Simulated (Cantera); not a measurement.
A closed system holds: 1 mol C2H6, 0.6 mol NH3, 0.97 mol N2, equilibrated at 13.0 mbar.

Cantera equilibrium calculation (NASA polynomials, part measured and part estimated; ideal gas, pure solids and liquids). Candidate condensed phases: C, C6H6, C7H8, C8H18; 110 gas species. Ions and electrons are included (thermal ionisation). Rates play no part.

**Question.** Which condensed phases are stable at each of these points (T (°C)): 2227, 2727, 3227, 3727, 4227, 4727?

**Answer.** 
```
T (°C)  condensed phases  C condensed (%)
------  ----------------  ---------------
2227         C(graphite)             88.3
2727         C(graphite)             35.1
3227            gas only              0.0
3727            gas only              0.0
4227            gas only              0.0
4727            gas only              0.0
```

From 2227 °C to 2727 °C the condensed part is C(graphite). From 3227 °C to 4727 °C nothing is condensed.
